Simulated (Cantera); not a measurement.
An adiabatic, constant-pressure homogeneous reactor starts with 10.9 % CH₄, 5.22 % H₂, 17.6 % O₂, 66.3 % N₂, at 1050 K and 4050 Torr.

Model: GRI-Mech 3.0 (53 species, 325 reactions), integrated in Cantera.

Question: Predict: time of steepest temperature rise; temperature at 0.400 s; equilibrium temperature; x(H₂) at 0.400 s; x(O₂) at 0.400 s; x(NO₂) at 0.400 s; x(HCN) at 0.400 s.

Answer: 
* **time of steepest temperature rise**: 4.41 ms
* **temperature at 0.400 s**: 2581 K
* **equilibrium temperature**: 2581 K
* **x(H₂) at 0.400 s**: 0.0603 (gas-phase equilibrium 0.0603)
* **x(O₂) at 0.400 s**: 0.000147 (gas-phase equilibrium 0.000147)
* **x(NO₂) at 0.400 s**: 3.16e-8 (gas-phase equilibrium 3.16e-8)
* **x(HCN) at 0.400 s**: 4.71e-8 (gas-phase equilibrium 4.71e-8)
